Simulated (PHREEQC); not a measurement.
A solution holds 0.041 mol/kgw ZnSO4 and 0.0051 mol/kgw Na2SO4, at 20 °C. Closed to the air; pH follows from the charge balance.

Equilibrium calculation in PHREEQC: ion-association model, phreeqc.dat.

No solid was allowed to form.

**Question.** Order these Zn species by the share of Zn that they hold, largest first: Zn+2, ZnSO4, Zn(SO4)2-2.

**Answer.** Zn+2 (53 %), ZnSO4 (39 %), Zn(SO4)2-2 (7.8 %)

The pH is 5.72 and the ionic strength 0.102 mol/kgw. Complexes and solids missing from the database can't appear.
